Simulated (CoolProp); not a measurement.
Vapour-liquid equilibrium of benzene (1) + toluene (2) at 0.884 MPa; x and y are mole fractions of (1).

Values from CoolProp's multi-fluid Helmholtz-energy mixture model, Thol 2012 and Lemmon 2006; pair parameters Bell 2016.

Problem. Give the bubble temperature and the first vapour's composition at x = 0.15, 0.55, 0.95. Is there an azeotrope?

Solution. x = 0.15: 475.8 K, y = 0.226; x = 0.55: 459.6 K, y = 0.679; x = 0.95: 446.3 K, y = 0.971. No azeotrope shows between x = 0.05 and 0.95.

Pair parameters are fitted to limited data, so mixtures are less certain than the pure fluids.
